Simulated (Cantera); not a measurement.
Mixture: CH₄ : C₂H₆ : C₃H₈ : O₂ : N₂ = 1 : 0.076 : 0.18 : 1.51 : 7.99 (molar parts), at 0.870 bar, adiabatic and at constant volume. Ignition delay is the time to a rise of 400 K.

Detailed kinetics in Cantera: GRI-Mech 3.0 (53 species, 325 reactions). GRI-Mech 3.0 was tuned for natural gas; its chemistry of propane as a main component is partial and can be far from experiment.

Task: What does this change do: pressure from 0.870 bar to 0.450 bar?

Result: 
```tsv
quantity	before	after
delay at 1123 K	36.2 ms	53.8 ms
delay at 1323 K	1.44 ms	2.06 ms
delay at 1523 K	0.165 ms	0.256 ms
delay at 1723 K	43.7 µs	73.3 µs
delay at 1923 K	18.7 µs	33.0 µs
apparent activation energy between 1823 and 2023 K	110 kJ/mol	100 kJ/mol
```

Task: What does this change do: C3H8 0.18 to 0.093 parts?

Result: 
```
quantity                                                before       after
--------------------------------------------------  ----------  ----------
delay at 1123 K                                        36.2 ms     35.0 ms
delay at 1323 K                                        1.44 ms     1.71 ms
delay at 1523 K                                       0.165 ms    0.198 ms
delay at 1723 K                                        43.7 µs     50.2 µs
delay at 1923 K                                        18.7 µs     20.7 µs
apparent activation energy between 1823 and 2023 K  110 kJ/mol  110 kJ/mol
```
